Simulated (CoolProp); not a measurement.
A single-stage vapour-compression cycle with the fluid: evaporating at 297.15 K (dew point), condensing at 317.15 K (bubble point), superheat 8 K, subcooling 2 K, compressor efficiency 0.9, no pressure losses. The same conditions are run with several fluids, on thermodynamics alone (safety and materials aside).

Computed with CoolProp (reference Helmholtz-energy equation of state of each fluid (propane: Lemmon 2009; R141b: Lemmon 2006; R365MFC: Lemmon 2016; isobutane: Bücker 2006; n-perfluoropentane: Gao 2022; propylene: Lemmon 2013)).

Rank propane, R141b, R365MFC, isobutane, n-perfluoropentane, propylene by cooling COP, highest first.

R141b (12.7), R365MFC (12.6), isobutane (12.3), n-perfluoropentane (12.1), propane (11.7), propylene (11.5)

```json
[
 {"fluid": "propane", "pressure ratio": "1.62", "discharge temperature (K)": "327.8", "refrigerating effect (kJ/kg)": "303", "volumetric capacity (kJ/m³)": "5800"},
 {"fluid": "R141b", "pressure ratio": "2.00", "discharge temperature (K)": "328.3", "refrigerating effect (kJ/kg)": "212", "volumetric capacity (kJ/m³)": "761"},
 {"fluid": "R365MFC", "pressure ratio": "2.13", "discharge temperature (K)": "320.7", "refrigerating effect (kJ/kg)": "179", "volumetric capacity (kJ/m³)": "584"},
 {"fluid": "isobutane", "pressure ratio": "1.73", "discharge temperature (K)": "323.4", "refrigerating effect (kJ/kg)": "300", "volumetric capacity (kJ/m³)": "2560"},
 {"fluid": "n-perfluoropentane", "pressure ratio": "2.03", "discharge temperature (K)": "317.1", "refrigerating effect (kJ/kg)": "79.6", "volumetric capacity (kJ/m³)": "785"},
 {"fluid": "propylene", "pressure ratio": "1.60", "discharge temperature (K)": "330.2", "refrigerating effect (kJ/kg)": "303", "volumetric capacity (kJ/m³)": "6830"}
]
```

The compression ends wet for: n-perfluoropentane.
